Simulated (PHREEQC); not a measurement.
Dissolve 0.25 mol HF, 0.00019 mol NH4F, 0.00075 mol (NH4)2SiF6 and 0.072 mol H3PO4 per kg of water at 90 °C. Closed to the air; pH follows from the charge balance.

All values are PHREEQC results (ion-association model, phreeqc.dat), not measurements.

No solid was allowed to form.

Problem. Order these F species by the share of F that they hold, largest first: SiF6-2, HF, HF2-, F-.

Solution. HF (95 %), HF2- (2.4 %), SiF6-2 (1.8 %), F- (1.2 %)

The pH is 1.76 and the ionic strength 0.0224 mol/kgw. Constants without temperature data keep their 25 °C values here. SiF6-2 is the database's only silicon fluoride.
